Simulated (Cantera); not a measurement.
Input: 1 mol CaO, 2.6 mol HBr, 4 mol N₂, at 9.40 Pa.

Equilibrium computed with Cantera from the NASA thermochemical tables; the gas is ideal and each condensed phase is pure. Candidate condensed phases: Br₂, Ca, CaBr₂, CaO, Ca(OH)₂, H₂O; 34 gas species. Kinetics and transport are ignored.

x: gas mole fraction; n: condensed amount in mol.

```csv
T (K),x N₂,x Br,x HBr,x CaBr₂,x H₂O,x H₂,n CaO(s)
1223,0.601,0.0181,0.153,0.110,0.110,0.00905,0.269
1298,0.597,0.0291,0.131,0.114,0.114,0.0146,0.236
1373,0.593,0.0438,0.111,0.115,0.115,0.0219,0.223
1448,0.587,…,…,0.113,0.113,…,0.231
1523,0.580,0.0840,0.0782,0.108,0.107,0.0418,0.259
1598,0.573,0.108,0.0644,0.0998,0.0997,0.0536,0.303
1673,0.564,…,…,…,…,…,…
1748,0.555,0.160,0.0419,0.0795,0.0792,0.0769,0.426
```

Q: Fill in the missing entries.

A: 
- 1448, x Br: 0.0623
- 1448, x HBr: 0.0937
- 1448, x H₂: 0.0311
- 1673, x Br: 0.134
- 1673, x HBr: 0.0524
- 1673, x CaBr₂: 0.0902
- 1673, x H₂O: 0.0900
- 1673, x H₂: 0.0656
- 1673, n CaO(s): 0.360
